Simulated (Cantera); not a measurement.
# Carbothermic reduction: Fe3O4 + CO

A closed system holds: 1 mol Fe3O4, 8.8 mol CO, equilibrated at 0.100 bar.

These are equilibrium values from Cantera (NASA tables, ideal gas, pure condensed phases), not measurements of a reactor. Candidate condensed phases: C, Fe, Fe(CO)5, FeO, Fe2O3, Fe3O4; 15 gas species. Mutual solubility and eutectic melting of coexisting phases are not modelled. The tables' stoichiometric FeO is somewhat more stable than real wüstite, so its field is too wide. FeO: taken at fixed stoichiometry. Rates play no part.

At 1573 K the condensed part is Fe(γ) + FeO(s). At 1673 K the condensed part is Fe(δ) + FeO(l). From 1773 K to 2573 K the condensed part is FeO(l). The main Fe-bearing gas is Fe throughout.

```csv
T (K),x CO,x CO2,x Fe,x FeO,x O,x O2,n Fe(γ),n FeO(s),n Fe(δ),n FeO(l)
1573,0.866,0.134,6.57e-6,1.58e-8,2.25e-10,4.62e-11,0.179,2.82,0,0
1673,0.875,0.125,4.01e-5,1.47e-7,2.38e-9,5.09e-10,0,0,0.100,2.90
1773,0.886,0.114,0.000190,9.77e-7,1.87e-8,3.96e-9,0,0,0,3.00
1873,0.885,0.114,0.000686,5.23e-6,1.30e-7,3.01e-8,0,0,0,2.99
1973,0.882,0.116,0.00214,2.34e-5,7.47e-7,1.90e-7,0,0,0,2.98
2073,0.875,0.119,0.00579,8.98e-5,3.71e-6,1.04e-6,0,0,0,2.95
2173,0.860,0.126,0.0137,0.000302,1.66e-5,5.32e-6,0,0,0,2.88
2273,0.833,0.138,0.0280,0.000907,6.89e-5,2.64e-5,0,0,0,2.74
2373,0.790,0.157,0.0503,0.00247,0.000271,0.000131,0,0,0,2.51
2473,0.729,0.182,0.0810,0.00614,0.00101,0.000636,0,0,0,2.16
2573,0.650,0.209,0.120,0.0142,0.00354,0.00296,0,0,0,1.62
```
x: gas mole fraction; n: condensed amount in mol.
